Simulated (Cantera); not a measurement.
What does this Cantera script print?

```python
import numpy as np
import cantera as ct

gas = ct.Solution("gri30.yaml")
gas.TPX = 1800, 74000, {'C3H8': 1, 'O2': 3.12, 'N2': 19, 'H2O': 2.3}
reactor = ct.IdealGasReactor(gas, energy="on", clone=False)
net = ct.ReactorNet([reactor])
net.rtol, net.atol = 1e-08, 1e-16
show = ['C3H8', 'O2', 'H2O', 'OH', 'CH2', 'CO']
times = np.geomspace(1e-06, 7, 10)

steps = ct.SolutionArray(gas, extra=["t"])
rows = []
print(f"{'t/s':>10s}{'T/K':>9s}{'P/Pa':>11s}" + "".join(f"{s:>11s}" for s in show))
for t in times:
    while net.time < t:
        t_next = net.step()
        steps.append(gas.state, t=t_next)
    rows.append([np.interp(t, steps.t, y) for y in (steps.T, steps.P, *steps(*show).X.T)])
    print(f"{t:10.3e}{rows[-1][0]:9.1f}{rows[-1][1]:11.4g}" + "".join(f"{x:11.3e}" for x in rows[-1][2:]))
rate = np.gradient(steps.T, steps.t)
print("integrator steps:", len(steps.t))
if steps.T.max() > steps.T[0] + 200:
    print(f"time of steepest temperature rise: {steps.t[rate.argmax()]:.4e} s")
gas.TPX = 1800, 74000, {'C3H8': 1, 'O2': 3.12, 'N2': 19, 'H2O': 2.3}
gas.equilibrate("UV")
print(f"equilibrium (UV): T = {gas.T:.1f} K  " + "  ".join(f"{s} {gas[s].X[0]:.3e}" for s in show))
```

Result:

```
       t/s      T/K       P/Pa       C3H8         O2        H2O         OH        CH2         CO
 1.000e-06   1775.3  7.325e+04  3.625e-02  1.221e-01  9.023e-02  8.872e-05  2.412e-06  7.473e-06
 5.762e-06   1727.4  7.272e+04  2.122e-02  1.161e-01  9.164e-02  2.920e-04  3.004e-05  1.288e-03
 3.320e-05   2650.2  1.244e+05  4.504e-31  3.418e-03  1.418e-01  1.331e-02  4.815e-11  7.791e-02
 1.913e-04   2737.4  1.277e+05  3.695e-39  2.185e-03  1.457e-01  1.148e-02  3.426e-13  7.609e-02
 1.102e-03   2761.3  1.286e+05  1.184e-38  1.729e-03  1.472e-01  1.040e-02  4.553e-13  7.633e-02
 6.351e-03   2756.5  1.284e+05  1.302e-38  1.635e-03  1.469e-01  1.013e-02  4.542e-13  7.651e-02
 3.659e-02   2756.5  1.284e+05  1.302e-38  1.634e-03  1.469e-01  1.013e-02  4.542e-13  7.651e-02
 2.108e-01   2756.5  1.284e+05  1.302e-38  1.634e-03  1.469e-01  1.013e-02  4.542e-13  7.651e-02
 1.215e+00   2756.5  1.284e+05  1.302e-38  1.634e-03  1.469e-01  1.013e-02  4.542e-13  7.651e-02
 7.000e+00   2756.5  1.284e+05  1.302e-38  1.634e-03  1.469e-01  1.013e-02  4.542e-13  7.651e-02
integrator steps: 1578
time of steepest temperature rise: 2.2013e-05 s
equilibrium (UV): T = 2756.5 K  C3H8 1.956e-38  O2 1.634e-03  H2O 1.469e-01  OH 1.013e-02  CH2 4.773e-13  CO 7.651e-02
```

Model: GRI-Mech 3.0 (53 species, 325 reactions), integrated in Cantera. GRI-Mech 3.0 was tuned for natural gas; its chemistry of propane as a main component is partial and can be far from experiment.
